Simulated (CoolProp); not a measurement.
Properties of n-hexane along the isobar 0.101 MPa.

Computed with CoolProp (reference Helmholtz-energy equation of state, Thol 2019).

| T (K) | phase | Joule-Thomson coefficient (K/MPa) | viscosity (µPa s) | conductivity (mW/(m K)) | fugacity coefficient |
|---|---|---|---|---|---|
| 207.1 | liquid | [?] | [?] | 153 | 0.0004359 |
| 236.6 | liquid | -0.4898 | 613 | 141 | 0.005883 |
| 266.1 | liquid | [?] | 419 | [?] | 0.04056 |
| 295.6 | liquid | -0.3986 | 306 | 121 | 0.1768 |
| 325.1 | liquid | -0.3359 | 232 | 112 | 0.5567 |
| 354.6 | gas | 27.54 | 7.40 | 18.8 | 0.9594 |
| 384.1 | gas | [?] | 8.04 | 21.8 | 0.9694 |
| 413.6 | gas | 15.46 | 8.66 | 25.0 | 0.9764 |
| 443.1 | gas | 12.11 | 9.28 | 28.5 | 0.9814 |

Question: Complete the blanks.

Answer: 
- 207.1, Joule-Thomson coefficient (K/MPa): -0.5192
- 207.1, viscosity (µPa s): 1000
- 266.1, Joule-Thomson coefficient (K/MPa): -0.4493
- 266.1, conductivity (mW/(m K)): 130
- 384.1, Joule-Thomson coefficient (K/MPa): 20.31

Viscosity comes from a separate model (Michailidou 2013). Thermal conductivity comes from a separate model (Assael 2013).
